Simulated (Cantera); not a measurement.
A Cantera script and what it prints.

```python
import numpy as np
import cantera as ct

gas_names = """
    H H2 H2S N NH NH2 NH3 N2 N2H2 N2H4 Ni NiS S SH SN S2 S8
""".split()
cond_names = """
    Ni(cr) Ni(L) NiS(b) NiS(a) NiS(L) NiS2(s) NiS2(L) Ni3S2(I) Ni3S2(II) Ni3S2(L) Ni3S4(s) S(cr1) S(cr2)
    S(L)
""".split()


# ... load() reads the species with a 1 bar reference pressure and builds the phases ...
atoms = {
    'NiS': {'Ni': 1, 'S': 1},
    'H2': {'H': 2},
    'N2': {'N': 2},
}
top_T = {'Ni3S4(s)': 620}  # K; cautious upper limits of use, not melting points


# ... equilibrate(T, P, feed) seeds the gas with the atoms and calls Mixture.equilibrate('TP', solver="vcs", rtol=1e-11, max_steps=5000) ...
results = []
feed = {'NiS': 1, 'H2': 500, 'N2': 59}  # mol
P = 24000  # Pa
for T in [750, 850, 950, 1050, 1150, 1250, 1350, 1450, 1550, 1650]:
    mix = equilibrate(T, P, feed)
    results.append((T, P, feed, dict(zip(mix.species_names, mix.species_moles))))
    x = sorted(zip(gas.X, gas.species_names), reverse=True)
    print(f"T = {T:g} K  P = {P:g} Pa  gas = {mix.phase_moles(0):.4g} mol")
    print("   x: " + "  ".join(f"{s} {v:.3e}" for v, s in x if v > 0.001))
    print("   condensed (mol): " + ("  ".join(f"{mix.phase(i).name} {mix.phase_moles(i):.4g}"
          for i in range(1, mix.n_phases) if mix.phase_moles(i) > 1e-12) or "none"))
```

Output:

```
T = 750 K  P = 24000 Pa  gas = 558.8 mol
   x: H2 8.937e-01  N2 1.054e-01
   condensed (mol): Ni3S2(I) 0.3333
T = 850 K  P = 24000 Pa  gas = 558.9 mol
   x: H2 8.934e-01  N2 1.055e-01  H2S 1.029e-03
   condensed (mol): Ni(cr) 0.3628  Ni3S2(II) 0.2124
T = 950 K  P = 24000 Pa  gas = 559 mol
   x: H2 8.926e-01  N2 1.055e-01  H2S 1.789e-03
   condensed (mol): Ni(cr) 1
T = 1050 K  P = 24000 Pa  gas = 559 mol
   x: H2 8.926e-01  N2 1.055e-01  H2S 1.789e-03
   condensed (mol): Ni(cr) 1
T = 1150 K  P = 24000 Pa  gas = 559 mol
   x: H2 8.927e-01  N2 1.055e-01  H2S 1.789e-03
   condensed (mol): Ni(cr) 1
T = 1250 K  P = 24000 Pa  gas = 559 mol
   x: H2 8.927e-01  N2 1.055e-01  H2S 1.788e-03
   condensed (mol): Ni(cr) 1
T = 1350 K  P = 24000 Pa  gas = 559 mol
   x: H2 8.927e-01  N2 1.055e-01  H2S 1.784e-03
   condensed (mol): Ni(cr) 1
T = 1450 K  P = 24000 Pa  gas = 559 mol
   x: H2 8.926e-01  N2 1.055e-01  H2S 1.776e-03
   condensed (mol): Ni(cr) 1
T = 1550 K  P = 24000 Pa  gas = 559 mol
   x: H2 8.926e-01  N2 1.055e-01  H2S 1.759e-03
   condensed (mol): Ni(cr) 0.9996
T = 1650 K  P = 24000 Pa  gas = 559.1 mol
   x: H2 8.925e-01  N2 1.055e-01  H2S 1.723e-03
   condensed (mol): Ni(cr) 0.9972
```

Method: chemical equilibrium by Gibbs-energy minimisation in Cantera with the NASA 1993 tables (ideal gas, pure condensed phases).
